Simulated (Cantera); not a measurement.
Feed: 1 mol SiO₂, 0.76 mol CH₄, 8.8 mol H₂, equilibrated at 1725 °C and 0.0130 bar.

Method: chemical equilibrium by Gibbs-energy minimisation in Cantera with the NASA 1993 tables (ideal gas, pure condensed phases). Candidate condensed phases: C, C₆H₆, C₇H₈, C₈H₁₈, H₂O, Si, SiC, SiO₂; 123 gas species. Kinetics and transport are ignored.

Base state: H₂ 0.823, SiO 0.0822, CO 0.0622, H₂O 0.0194, H 0.0128, CO₂ 0.000320, OH 2.99e-5 (mole fractions); condensed: gas only.

Question: What changes in the equilibrium state with this change: SiO₂ replaced by Cu₂O?

Answer: 
| species | before | after |
|---|---|---|
| H₂ | 0.823 | 0.760 |
| Cu | 0 | 0.151 |
| CO | 0.0622 | 0.0575 |
| SiO | 0.0822 | 0 |
| H₂O | 0.0194 | 0.0179 |
| H | 0.0128 | 0.0123 |
| Cu₂ | 0 | 0.000289 |
| CO₂ | 0.000320 | 0.000296 |
| OH | 2.99e-5 | 2.88e-5 |
Further candidate phases: Cu, CuO, Cu(OH)₂, Cu₂O.
